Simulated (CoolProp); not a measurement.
A simple Rankine cycle with R113: condensing at 295.15 K, boiler at 0.415 MPa, turbine inlet 376 K, turbine efficiency 0.85, pump efficiency 0.7, no recuperator. Each further row changes one setting.

Values from CoolProp's reference Helmholtz-energy equation of state, Marx 1992.

```json
[
 {"case": "as stated", "thermal efficiency (%)": "14.2", "net work (kJ/kg)": "28.8", "heat in (kJ/kg)": "202", "turbine exit temperature (K)": "[?]", "volume ratio over the turbine": "10.0"},
 {"case": "turbine inlet 396 K", "thermal efficiency (%)": "[?]", "net work (kJ/kg)": "30.8", "heat in (kJ/kg)": "[?]", "turbine exit temperature (K)": "346.5", "volume ratio over the turbine": "9.89"},
 {"case": "condensing temperature 287.15 K", "thermal efficiency (%)": "15.6", "net work (kJ/kg)": "32.7", "heat in (kJ/kg)": "210", "turbine exit temperature (K)": "320.9", "volume ratio over the turbine": "13.8"},
 {"case": "boiler pressure 0.29 MPa", "thermal efficiency (%)": "[?]", "net work (kJ/kg)": "25.2", "heat in (kJ/kg)": "204", "turbine exit temperature (K)": "335.3", "volume ratio over the turbine": "6.91"},
 {"case": "turbine efficiency 0.75", "thermal efficiency (%)": "[?]", "net work (kJ/kg)": "25.4", "heat in (kJ/kg)": "202", "turbine exit temperature (K)": "332.0", "volume ratio over the turbine": "10.2"}
]
```

Q: Some entries are withheld; supply them.

A: 
- as stated, turbine exit temperature (K): 327.0
- turbine inlet 396 K, thermal efficiency (%): 14.1
- turbine inlet 396 K, heat in (kJ/kg): 218
- boiler pressure 0.29 MPa, thermal efficiency (%): 12.3
- turbine efficiency 0.75, thermal efficiency (%): 12.5
